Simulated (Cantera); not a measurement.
Standard-state values (1 bar) from the NASA 1993 polynomials, evaluated with Cantera. Values are per mole of reaction as written; species without (g) are pure solids or liquids, kept so even where they would boil at 1 bar.

Q: Between 1773 and 2373 K, where is each reaction favourable under standard conditions?
- 5 NO(g) + Ta2O5 ⇌ 5 NO2(g) + 2 Ta
- Ta2O5 + 5 N2O(g) ⇌ 2 Ta + 10 NO(g)
- 2 Ta + 5 N2O(g) ⇌ Ta2O5 + 10 N(g)

A: 
- 5 NO(g) + Ta2O5 ⇌ 5 NO2(g) + 2 Ta: ΔG° is 1670 kJ at 1773 K and 1678 kJ at 2373 K; it stays positive (K < 1). ΔH° is 1561 kJ and ΔS° -49 J/K at 2373 K.
- Ta2O5 + 5 N2O(g) ⇌ 2 Ta + 10 NO(g): ΔG° is 925 kJ at 1773 K and 429 kJ at 2373 K; it stays positive (K < 1). ΔH° is 2292 kJ and ΔS° 785 J/K at 2373 K.
- 2 Ta + 5 N2O(g) ⇌ Ta2O5 + 10 N(g): ΔG° is 1268 kJ at 1773 K and 875 kJ at 2373 K; it stays positive (K < 1). ΔH° is 2519 kJ and ΔS° 693 J/K at 2373 K.
